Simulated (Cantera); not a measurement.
## Equilibrium for abatement and gas-phase synthesis: H2O + SO2 + N2

A closed system holds: 1 mol H2O, 0.0063 mol SO2, 0.55 mol N2, held at 0.100 bar.

Method: chemical equilibrium by Gibbs-energy minimisation in Cantera with the NASA 1993 tables (ideal gas, pure condensed phases). Candidate condensed phases: H2O, H2SO4, S; 35 gas species. Rates play no part.

```csv
T (°C),log p H2O,log p N2,log p H,log p O,log p H2,log p OH,log p O2,log p NO
1502,-1.19,-1.45,-5.33,-6.01,-3.58,-4.15,-3.97,-4.74
1652,-1.20,-1.45,-4.62,-5.24,-3.19,-3.69,-3.60,-4.35
1802,-1.21,-1.46,-4.01,-4.58,-2.87,-3.29,-3.29,-4.01
1952,-1.22,-1.46,-3.48,-4.01,-2.59,-2.96,-3.02,-3.72
2102,-1.25,-1.47,-3.03,-3.52,-2.36,-2.67,-2.80,-3.48
2252,-1.30,-1.48,-2.64,-3.09,-2.17,-2.44,-2.61,-3.28
2402,-1.37,-1.51,-2.30,-2.72,-2.02,-2.25,-2.47,-3.11
2552,-1.49,-1.54,-2.01,-2.41,-1.92,-2.12,-2.38,-2.99
2702,-1.66,-1.59,-1.77,-2.15,-1.88,-2.04,-2.34,-2.91
2852,-1.91,-1.64,-1.59,-1.95,-1.90,-2.04,-2.36,-2.87
3002,-2.23,-1.70,-1.46,-1.80,-1.98,-2.10,-2.46,-2.88
```
log p: log10 of the partial pressure in bar; nothing condenses.

From 1502 °C to 3002 °C nothing is condensed.
